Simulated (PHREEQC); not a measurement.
Acid mine or pickling water: speciation

Synthetic water in mmol/kgw, 93 °C, pH 1.9, pe 9.5:

| constituent | mmol/kgw |
|---|---|
| Na | 7.1 |
| K | 0.192 |
| Ca | 0.402 |
| Mg | 2.39 |
| Cl | 4.18 |
| S(6) | 17.1 |
| Zn | 0.00167 |
| Cu(2) | 0.00295 |

Valence states are taken as typed.

Computed with PHREEQC (ion-association model, phreeqc.dat).

No solid was allowed to form.

Question: What ionic strength, charge-balance error does the model give?

Answer: ionic strength 0.0290 mol/kgw; charge-balance error 4.3 %.

Question: In which forms is S present?

Answer: HSO4- 76 %, SO4-2 18 %, MgSO4 5.8 % of the S.

Constants without temperature data keep their 25 °C values here.
